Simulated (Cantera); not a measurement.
Standard-state values (1 bar) from the NASA 1993 polynomials, evaluated with Cantera. Values are per mole of reaction as written; species without (g) are pure solids or liquids, kept so even where they would boil at 1 bar.

Question: Between 300 and 2773 K, where is each reaction favourable under standard conditions?
- 6 BF₃(g) + 3 O₂(g) ⇌ 2 B₃O₃F₃(g) + 12 F(g)

Answer: 
- 6 BF₃(g) + 3 O₂(g) ⇌ 2 B₃O₃F₃(g) + 12 F(g): ΔG° is 2902 kJ at 300 K and 1476 kJ at 2773 K; it stays positive (K < 1). ΔH° is 3201 kJ and ΔS° 622 J/K at 2773 K.
